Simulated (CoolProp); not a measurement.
Vapour-liquid equilibrium of diethyl ether (1) + methanol (2) at 331.5 K; x and y are mole fractions of (1).

Values from CoolProp's multi-fluid Helmholtz-energy mixture model, Thol 2014 and de Reuck 1993; pair parameters Bell 2016.

```json
[
 {"x": "0.05", "bubble pressure, mixture model (MPa)": "0.1046", "bubble pressure, Raoult's law (MPa)": "0.08627", "y, mixture model": "0.269", "y, Raoult's law": "0.128"},
 {"x": "0.2", "bubble pressure, mixture model (MPa)": "0.1561", "bubble pressure, Raoult's law (MPa)": "0.1075", "y, mixture model": "0.558", "y, Raoult's law": "0.411"},
 {"x": "0.35", "bubble pressure, mixture model (MPa)": "0.1835", "bubble pressure, Raoult's law (MPa)": "0.1287", "y, mixture model": "0.659", "y, Raoult's law": "0.600"},
 {"x": "0.5", "bubble pressure, mixture model (MPa)": "0.1995", "bubble pressure, Raoult's law (MPa)": "0.1499", "y, mixture model": "0.718", "y, Raoult's law": "0.736"},
 {"x": "0.65", "bubble pressure, mixture model (MPa)": "0.2108", "bubble pressure, Raoult's law (MPa)": "0.1711", "y, mixture model": "0.772", "y, Raoult's law": "0.838"},
 {"x": "0.8", "bubble pressure, mixture model (MPa)": "0.2190", "bubble pressure, Raoult's law (MPa)": "0.1923", "y, mixture model": "0.840", "y, Raoult's law": "0.918"},
 {"x": "0.95", "bubble pressure, mixture model (MPa)": "0.2219", "bubble pressure, Raoult's law (MPa)": "0.2136", "y, mixture model": "0.948", "y, Raoult's law": "0.981"}
]
```

The largest gap from Raoult's law is +45.2 % in bubble pressure, at x = 0.2. y crosses x between x = 0.8 and 0.95: the model has an azeotrope there.

Pair parameters are fitted to limited data, so mixtures are less certain than the pure fluids.
